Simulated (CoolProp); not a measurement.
Normal hydrogen along the isotherm 71.3 K: density (kg/m³) from the reference equation and from simpler models built on Tc = 33.1 K, pc = 1296 kPa, ω = -0.219; each cubic takes its own stable root.

The numbers come from the reference Helmholtz-energy equation of state, Leachman 2009 in CoolProp.

```tsv
p (kPa)	phase	reference
405	gas	1.390
810	gas	2.805
1220	gas	4.263
1620	supercritical	5.707
2030	supercritical	7.207
2430	supercritical	8.686
2840	supercritical	10.22
3240	supercritical	11.72
3650	supercritical	13.26
4050	supercritical	14.76
4460	supercritical	16.29
4860	supercritical	17.78
5270	supercritical	19.29
5670	supercritical	20.74
6080	supercritical	22.20
6480	supercritical	23.60
```

Task: How far does each simpler model (van der Waals, Redlich-Kwong) lie from the reference over these 16 states: mean and median of the absolute difference, and the worst?

Result: 
- van der Waals: mean 0.7 %, median 0.2 %, worst -2.7 % at 71.3 K and 6480 kPa
- Redlich-Kwong: mean 3.1 %, median 3.2 %, worst -5.8 % at 71.3 K and 6480 kPa
